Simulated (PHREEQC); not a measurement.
Make-up at 25 °C: 0.0061 mol Cd(NO3)2 per kg of water. Closed to the air; pH follows from the charge balance.

Computed with PHREEQC (ion-association model, phreeqc.dat).

No solid was allowed to form.

Q: Estimate the pH, specific conductance.

A: pH 6.25; specific conductance 1320 µS/cm.

Q: In which forms is Cd present?

A: Cd+2 98 %, CdNO3+ 1.7 % of the Cd.
